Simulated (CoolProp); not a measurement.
Vapour-liquid equilibrium of octamethyltrisiloxane (MDM) (1) + octamethylcyclotetrasiloxane (D4) (2) at 0.0193 MPa; x and y are mole fractions of (1).

The numbers come from the multi-fluid Helmholtz-energy mixture model, Thol 2017 and Thol 2015; pair parameters Bell 2016 in CoolProp.

Problem. Give the bubble temperature and the first vapour's composition at x = 0.05, 0.55, 0.95. Is there an azeotrope?

Solution. x = 0.05: 392.1 K, y = 0.105; x = 0.55: 380.0 K, y = 0.721; x = 0.95: 373.0 K, y = 0.977. No azeotrope shows between x = 0.05 and 0.95.

Pair parameters are fitted to limited data, so mixtures are less certain than the pure fluids.
